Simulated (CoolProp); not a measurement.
Octamethylcyclotetrasiloxane (D4) along the isobar 5910 kPa: fugacity coefficient from the reference equation and from simpler models built on Tc = 313.4 °C, pc = 1347 kPa, ω = 0.598; each cubic takes its own stable root.

The numbers come from the reference Helmholtz-energy equation of state, Thol 2015 in CoolProp.

| T (°C) | phase | reference |
|---|---|---|
| 157.75 | liquid | 0.01839 |
| 169.55 | liquid | 0.02483 |
| 181.25 | liquid | 0.03269 |
| 193.05 | liquid | 0.04225 |
| 204.85 | liquid | 0.05359 |
| 216.65 | liquid | 0.06678 |
| 228.45 | liquid | 0.08191 |
| 240.15 | liquid | 0.09882 |
| 251.95 | liquid | 0.1178 |
| 263.75 | liquid | 0.1387 |
| 275.55 | liquid | 0.1614 |
| 287.25 | liquid | 0.1856 |
| 299.05 | liquid | 0.2115 |
| 310.85 | liquid | 0.2388 |
| 322.65 | supercritical | 0.2672 |

Question: How far does each simpler model (Redlich-Kwong, Soave-Redlich-Kwong) lie from the reference over these 15 states: mean and median of the absolute difference, and the worst?

Answer: 
- Redlich-Kwong: mean 67.9 %, median 51.4 %, worst +188.3 % at 157.75 °C and 5910 kPa
- Soave-Redlich-Kwong: mean 8.1 %, median 8.1 %, worst +10.1 % at 322.65 °C and 5910 kPa
